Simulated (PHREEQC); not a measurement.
A solution holds 0.18 mol/kgw Na2CO3, at 15 °C. Closed to the air; pH follows from the charge balance.

All values are PHREEQC results (ion-association model, wateq4f.dat), not measurements.

Precipitation was switched off in this run.

Order these C species by the share of C that they hold, largest first: NaHCO3, HCO3-, CO3-2, NaCO3-.

CO3-2 (55 %), NaCO3- (44 %), HCO3- (1.4 %), NaHCO3 (0.10 %)

The pH is 11.59 and the ionic strength 0.379 mol/kgw.
